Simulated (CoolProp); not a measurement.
Saturated liquid density (kg/m³) of decamethyltetrasiloxane (MD2M): the reference equation beside estimates from Tc = 599.4 K, pc = 11.44 bar, ω = 0.635. Rackett uses Z = 0.29056 − 0.08775 ω.

Model: reference Helmholtz-energy equation of state, Thol 2017, in CoolProp.

```
T (K)  reference  Rackett  Soave-Redlich-Kwong
-----  ---------  -------  -------------------
362        784.6    923.6                695.8
376.4      769.8    905.5                685.1
390.7      754.9    887.2                673.7
405        739.6    868.3                661.5
419.3      724.0    848.8                648.4
433.6      707.9    828.7                634.2
447.9      691.2    807.8                618.8
462.3      673.7    785.9                601.9
476.6      655.4    763.1                583.7
490.9      636.2    739.0                563.6
505.2      615.8    713.5                541.5
519.5      593.8    686.0                516.8
533.9      569.9    655.8                488.8
548.2      543.4    622.4                457.0
```

Absolute difference from the reference over all 14 rows, mean and median: Rackett 16.5 and 16.8 %, Soave-Redlich-Kwong 11.7 and 11.0 %.
